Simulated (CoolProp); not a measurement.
Vapour-liquid equilibrium of hydrogen sulfide (1) + n-hexane (2) at 264.1 K; x and y are mole fractions of (1).

The numbers come from the multi-fluid Helmholtz-energy mixture model, Lemmon 2006 and Thol 2019; pair parameters Kunz 2012 in CoolProp.

```json
[
 {"x": "0.05", "bubble pressure (kPa)": "87.23", "y at the bubble point": "0.959", "dew pressure at overall composition x (kPa)": "3.840", "liquid density (mol/L)": "[?]"},
 {"x": "0.2", "bubble pressure (kPa)": "305.9", "y at the bubble point": "0.989", "dew pressure at overall composition x (kPa)": "[?]", "liquid density (mol/L)": "[?]"},
 {"x": "0.35", "bubble pressure (kPa)": "437.9", "y at the bubble point": "[?]", "dew pressure at overall composition x (kPa)": "5.617", "liquid density (mol/L)": "[?]"},
 {"x": "0.5", "bubble pressure (kPa)": "515.4", "y at the bubble point": "[?]", "dew pressure at overall composition x (kPa)": "7.303", "liquid density (mol/L)": "10.88"},
 {"x": "0.65", "bubble pressure (kPa)": "579.1", "y at the bubble point": "0.995", "dew pressure at overall composition x (kPa)": "10.43", "liquid density (mol/L)": "[?]"},
 {"x": "0.8", "bubble pressure (kPa)": "651.5", "y at the bubble point": "[?]", "dew pressure at overall composition x (kPa)": "18.23", "liquid density (mol/L)": "17.01"},
 {"x": "0.95", "bubble pressure (kPa)": "744.6", "y at the bubble point": "0.999", "dew pressure at overall composition x (kPa)": "72.44", "liquid density (mol/L)": "22.61"}
]
```

Fill in the missing entries.


- 0.05, liquid density (mol/L): 7.948
- 0.2, dew pressure at overall composition x (kPa): 4.563
- 0.2, liquid density (mol/L): 8.353
- 0.35, y at the bubble point: 0.992
- 0.35, liquid density (mol/L): 9.307
- 0.5, y at the bubble point: 0.994
- 0.65, liquid density (mol/L): 13.31
- 0.8, y at the bubble point: 0.997

No azeotrope shows between x = 0.05 and 0.95.

Pair parameters are fitted to limited data, so mixtures are less certain than the pure fluids. With so large a gap from Raoult's law the liquid may split in two, which this calculation doesn't test in full.
